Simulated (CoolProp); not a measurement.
Properties of R152A along the isotherm 395.9 K (Tc = 386.4 K, pc = 45.17 bar, ω = 0.275).

Values from CoolProp's reference Helmholtz-energy equation of state, Outcalt 1996. It is a modified Benedict-Webb-Rubin equation, recast in Helmholtz form.

| p (bar) | phase | density (kg/m³) | cp (kJ/(kg K)) | speed of sound (m/s) | expansivity (1/kK) | viscosity (µPa s) | conductivity (mW/(m K)) |
|---|---|---|---|---|---|---|---|
| 5.65 | gas | 11.86 | 1.296 | 227.6 | 2.954 | 14.8 | 24.0 |
| 11.3 | gas | ? | 1.357 | 219.3 | 3.489 | 14.8 | 24.5 |
| 16.9 | gas | 39.34 | 1.434 | 210.7 | 4.172 | 15.0 | 25.2 |
| 22.6 | gas | 56.03 | 1.536 | 201.2 | 5.111 | 15.2 | 26.1 |
| 28.2 | gas | ? | 1.676 | ? | 6.433 | 15.6 | 27.5 |
| 33.9 | gas | ? | 1.895 | 180.0 | 8.543 | 16.2 | 29.6 |
| 39.5 | gas | 128.4 | 2.277 | 167.6 | 12.31 | 17.1 | 32.9 |
| 45.2 | supercritical | 172.7 | 3.205 | 153.0 | 21.64 | ? | 39.0 |
| 50.8 | supercritical | ? | 7.597 | 136.6 | 66.40 | 24.6 | 53.3 |
| 56.5 | supercritical | 455.2 | 7.009 | 154.1 | 54.25 | 42.0 | 64.1 |
| 62.1 | supercritical | 525.6 | 4.104 | 193.4 | 23.45 | 50.0 | ? |
| 67.8 | supercritical | 560.8 | 3.309 | 223.8 | 15.52 | 54.4 | 65.9 |

Q: What belongs in the gaps?

A: 
- 11.3, density (kg/m³): 24.91
- 28.2, density (kg/m³): 75.12
- 28.2, speed of sound (m/s): 191.2
- 33.9, density (kg/m³): 98.63
- 45.2, viscosity (µPa s): 19.0
- 50.8, density (kg/m³): 264.4
- 62.1, conductivity (mW/(m K)): 64.7

The peak of cp marks the crossing from liquid-like to gas-like fluid above the critical point.

Viscosity comes from a separate model (Bell 2016), an estimate that may be off by 10 % or more. Thermal conductivity comes from a separate model (Krauss 1996).
